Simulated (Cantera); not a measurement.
A freely propagating, adiabatic, planar premixed flame of 6.91 % CH4, 5.11 % H2, 18.3 % O2, 69.7 % N2, equivalence ratio 0.90, unburnt at 300 K and 975 Torr; mixture-averaged transport, grid criteria slope 0.08 and curve 0.16, no radiation.

Cantera simulation using GRI-Mech 3.0 (53 species, 325 reactions); the numbers are that mechanism's predictions, not measurements. Burning velocities carry a grid error of a few per cent, more on coarse grids.

x: mole fraction of selected species; z is measured from the peak of heat release.

| z (mm) | T (K) | u (m/s) | x CH4 | x H2 | x O2 | x H2O2 | x OH | x HCN |
|---|---|---|---|---|---|---|---|---|
| -0.979 | 300 | 0.426 | 0.0692 | 0.0506 | 0.183 | <1e-8 | <1e-8 | <1e-8 |
| -0.653 | 301 | 0.427 | 0.0693 | 0.0492 | 0.183 | 1.01e-7 | <1e-8 | <1e-8 |
| -0.490 | 305 | 0.432 | 0.0693 | 0.0469 | 0.184 | 7.77e-7 | <1e-8 | <1e-8 |
| -0.326 | 352 | 0.495 | 0.0678 | 0.0411 | 0.182 | 9.28e-6 | 8.74e-8 | <1e-8 |
| -0.163 | 753 | 1.06 | 0.0505 | 0.0305 | 0.155 | 4.12e-5 | 2.77e-5 | [?] |
| -0.0816 | 1182 | 1.67 | 0.0292 | 0.0250 | 0.117 | 2.45e-5 | 0.000230 | [?] |
| 0 | 1584 | 2.25 | 0.00736 | 0.0188 | 0.0719 | 1.74e-6 | 0.00191 | [?] |
| 0.0816 | 1758 | 2.50 | 0.000522 | 0.0121 | 0.0453 | 7.03e-7 | 0.00539 | [?] |
| 0.163 | 1823 | 2.58 | 1.87e-5 | 0.00918 | 0.0363 | 5.95e-7 | 0.00706 | [?] |
| 0.326 | 1900 | 2.67 | 4.97e-8 | 0.00780 | 0.0311 | 4.40e-7 | 0.00753 | [?] |
| 0.653 | 1984 | 2.78 | <1e-8 | 0.00607 | 0.0276 | 2.95e-7 | 0.00700 | <1e-8 |
| 1.31 | 2058 | 2.87 | <1e-8 | 0.00393 | 0.0248 | 1.93e-7 | 0.00579 | <1e-8 |
| 2.61 | 2108 | 2.93 | <1e-8 | 0.00225 | 0.0228 | 1.32e-7 | 0.00443 | <1e-8 |

### Question
Fill in the missing entries.

### Answer

- -0.163, x HCN: 1.56e-7
- -0.0816, x HCN: 4.35e-7
- 0, x HCN: 8.95e-7
- 0.0816, x HCN: 7.71e-7
- 0.163, x HCN: 2.96e-7
- 0.326, x HCN: 3.59e-8
